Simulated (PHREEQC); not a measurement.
Consider water at 20 °C and 300 atm with 0.0019 mol/kgw CaSO4. Closed to the air; pH follows from the charge balance.

All values are PHREEQC results (ion-association model, phreeqc.dat), not measurements.

| quantity | before | after |
|---|---|---|
| pH | 7.04 | 7.03 |
| ionic strength (mol/kgw) | 0.00673 | 7.59e-5 |
| Ca+2 (mol/kgw) | 0.00168 | 1.89e-5 |
| SO4-2 (mol/kgw) | 0.00168 | 1.89e-5 |
| CaSO4 (mol/kgw) | 0.000216 | 4.89e-8 |
| HSO4- (mol/kgw) | 7.58e-9 | 1.08e-10 |

Task: Name the change that produced these shifts.
(A) 0.0015 mol/kgw HBr added
(B) 0.0032 mol/kgw Pb(NO3)2 added
(C) diluted 100-fold with water
(D) CaSO4 from 0.0019 to 0.0038 mol/kgw

Result: C, diluted 100-fold with water

This is a speciation only: nothing precipitates in the calculation. Under pressure, the constants of complexes without a molar volume in the database are unreliable.
